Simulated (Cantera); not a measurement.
## Catalytic combustion on Pt

An isothermal plug-flow reactor at 873 K and 240000 Pa (inlet), inlet velocity 0.093 m/s, active area per volume 290 1/m; feed CH4 : O2 : N2 = 0.0064 : 0.026 : 0.79 (molar parts), equivalence ratio 0.49.

Detailed kinetics in Cantera: Deutschmann's 1995 Pt surface mechanism with GRI-Mech 3.0 gas chemistry. Catalytic surfaces can have several steady states; this one follows from the mechanism file's or the stated starting coverage. Mass transfer to the wall is taken as infinitely fast.

```tsv
z (m)	x CH4	x O2	x H2O	x CO2	x CO	θ free Pt	θ O*	θ OH*
0.00077	0.00758	0.0312	0.000406	0.000201	1.87e-6	0.0916	0.908	0.000691
0.0014	0.00742	0.0309	0.000733	0.000365	1.83e-6	0.0918	0.907	0.000918
0.0024	0.00716	0.0304	0.00124	0.000618	1.77e-6	0.0922	0.907	0.00119
0.0044	0.00667	0.0294	0.00222	0.00111	1.66e-6	0.0930	0.905	0.00159
0.0077	0.00592	0.0279	0.00373	0.00186	1.48e-6	0.0944	0.904	0.00207
0.014	0.00466	0.0254	0.00625	0.00312	1.18e-6	0.0969	0.900	0.00270
0.024	0.00309	0.0222	0.00938	0.00469	7.93e-7	0.101	0.896	0.00336
0.044	0.00124	0.0185	0.0131	0.00653	3.26e-7	0.106	0.890	0.00405
0.077	0.000235	0.0165	0.0151	0.00753	6.84e-8	0.109	0.887	0.00441
```
x: gas mole fraction; θ: surface coverage.
